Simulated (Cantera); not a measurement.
Feed: 1 mol HMDSO, 4.3 mol NO, 4.7 mol H₂O, at 2.80 mbar.

Cantera equilibrium calculation (NASA polynomials, part measured and part estimated; ideal gas, pure solids and liquids). Candidate condensed phases: C, C₆H₆, C₇H₈, C₈H₁₈, H₂O, Si, SiC, SiO₂, Si₂N₂O, Si₃N₄; 151 gas species. The feed counts by its element totals alone. The tables hold silica as quartz up to 1696 K and as liquid above; real silica turns to tridymite and cristobalite and melts near 1996 K. The numbers say what is thermodynamically allowed, not how fast it happens.

Question: Which condensed phases are stable at each of these points (T (K)): 573, 673, 773, 873, 973, 1073, 1173, 1273, 1373, 1473, 1573, 1673, 1773, 1873?

Answer: 
```json
[
 {"T (K)": "573", "condensed phases": "C(graphite) + SiO₂(α-quartz)", "Si condensed (%)": "100.0"},
 {"T (K)": "673", "condensed phases": "C(graphite) + SiO₂(α-quartz)", "Si condensed (%)": "100.0"},
 {"T (K)": "773", "condensed phases": "C(graphite) + SiO₂(α-quartz)", "Si condensed (%)": "100.0"},
 {"T (K)": "873", "condensed phases": "C(graphite) + SiO₂(β-quartz)", "Si condensed (%)": "100.0"},
 {"T (K)": "973", "condensed phases": "C(graphite) + SiO₂(β-quartz)", "Si condensed (%)": "100.0"},
 {"T (K)": "1073", "condensed phases": "C(graphite) + SiO₂(β-quartz)", "Si condensed (%)": "100.0"},
 {"T (K)": "1173", "condensed phases": "SiO₂(β-quartz)", "Si condensed (%)": "100.0"},
 {"T (K)": "1273", "condensed phases": "SiO₂(β-quartz)", "Si condensed (%)": "100.0"},
 {"T (K)": "1373", "condensed phases": "SiO₂(β-quartz)", "Si condensed (%)": "99.9"},
 {"T (K)": "1473", "condensed phases": "SiO₂(β-quartz)", "Si condensed (%)": "99.5"},
 {"T (K)": "1573", "condensed phases": "SiO₂(β-quartz)", "Si condensed (%)": "98.0"},
 {"T (K)": "1673", "condensed phases": "SiO₂(β-quartz)", "Si condensed (%)": "93.3"},
 {"T (K)": "1773", "condensed phases": "SiO₂(condensed)", "Si condensed (%)": "80.5"},
 {"T (K)": "1873", "condensed phases": "SiO₂(condensed)", "Si condensed (%)": "50.1"}
]
```

From 573 K to 773 K the condensed part is C(graphite) + SiO₂(α-quartz). From 873 K to 1073 K the condensed part is C(graphite) + SiO₂(β-quartz). From 1173 K to 1673 K the condensed part is SiO₂(β-quartz). From 1773 K to 1873 K the condensed part is SiO₂(condensed).
